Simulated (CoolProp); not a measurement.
Vapour-liquid equilibrium of CF4 (R14) (1) + R13 (2) at -123.55 °C; x and y are mole fractions of (1).

Values from CoolProp's multi-fluid Helmholtz-energy mixture model, Platzer 1990 and Platzer 1990; pair parameters Bell 2016. This equation is an older, rougher fit; its heat capacities, sound speeds and derivatives of the liquid may be far off and weren't checked against measurements.

```tsv
x	bubble pressure, mixture model (bar)	bubble pressure, Raoult's law (bar)	y, mixture model	y, Raoult's law
0.05	0.1570	0.1169	0.691	0.589
0.2	0.4222	0.3156	0.900	0.872
0.35	0.6311	0.5143	0.942	0.936
0.5	0.8076	0.7130	0.962	0.965
0.65	0.9695	0.9118	0.975	0.981
0.8	1.132	1.110	0.986	0.991
0.95	1.310	1.309	0.996	0.998
```

The largest gap from Raoult's law is +34.3 % in bubble pressure, at x = 0.05. No azeotrope shows between x = 0.05 and 0.95.

Pair parameters are fitted to limited data, so mixtures are less certain than the pure fluids.
